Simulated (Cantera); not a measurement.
An isothermal, constant-pressure homogeneous reactor starts with 34.6 % CH4, 62.6 % H2O, 2.81 % H2, at 1448 K and 900 Torr.

Model: GRI-Mech 3.0 (53 species, 325 reactions), integrated in Cantera.

x: mole fraction; the columns are a selection and need not sum to one.

| t (s) | x CH4 | x H2O | x H2 | x H | x HO2 |
|---|---|---|---|---|---|
| 2.00e-5 | 0.346 | 0.626 | 0.0281 | (withheld) | <1e-12 |
| 6.83e-5 | 0.346 | 0.626 | 0.0281 | (withheld) | <1e-12 |
| 0.000233 | 0.346 | 0.626 | 0.0281 | (withheld) | <1e-12 |
| 0.000795 | 0.345 | 0.626 | 0.0282 | (withheld) | <1e-12 |
| 0.00271 | 0.345 | 0.626 | 0.0285 | (withheld) | <1e-12 |
| 0.00926 | 0.343 | 0.626 | 0.0300 | (withheld) | <1e-12 |
| 0.0316 | 0.335 | 0.623 | 0.0375 | (withheld) | <1e-12 |
| 0.108 | 0.309 | 0.611 | 0.0655 | (withheld) | <1e-12 |
| 0.368 | 0.248 | 0.581 | 0.134 | (withheld) | <1e-12 |
| 1.26 | 0.154 | 0.528 | 0.242 | (withheld) | <1e-12 |
| 4.29 | 0.0994 | 0.458 | 0.337 | (withheld) | <1e-12 |
| 14.6 | 0.0940 | 0.369 | 0.412 | (withheld) | <1e-12 |
| 50.0 | 0.0745 | 0.278 | 0.496 | (withheld) | <1e-12 |

What belongs in the gaps?


- 2.00e-5, x H: 3.62e-8
- 6.83e-5, x H: 8.21e-8
- 0.000233, x H: 1.86e-7
- 0.000795, x H: 2.49e-7
- 0.00271, x H: 3.21e-7
- 0.00926, x H: 4.55e-7
- 0.0316, x H: 6.18e-7
- 0.108, x H: 9.91e-7
- 0.368, x H: 1.83e-6
- 1.26, x H: 3.26e-6
- 4.29, x H: 4.87e-6
- 14.6, x H: 5.41e-6
- 50.0, x H: 5.93e-6
